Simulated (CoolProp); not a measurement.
Properties of cis-2-butene at several states.

Computed with CoolProp (reference Helmholtz-energy equation of state, Lemmon 2005). It is a short technical equation, of lower accuracy than the large ones.

| T (K) | p (bar) | phase | density (kg/m³) | isothermal compressibility (1/MPa) | expansivity (1/kK) |
|---|---|---|---|---|---|
| 522.3 | 45.3 | supercritical | 75.08 | 0.2866 | 4.303 |
| 521 | 114 | supercritical | ___ | 0.08757 | 7.595 |
| 474 | 5.54 | gas | ___ | 1.872 | 2.374 |
| 392.7 | 14.1 | gas | 30.00 | 0.9167 | 5.141 |
| 295.2 | 1.64 | gas | 3.958 | ___ | 4.117 |
| 432.3 | 163 | liquid | 483.7 | 0.008581 | 2.792 |

Q: Some entries are withheld; supply them.

A: 
- 521, density (kg/m³): 271.1
- 474, density (kg/m³): 8.175
- 295.2, isothermal compressibility (1/MPa): 6.458
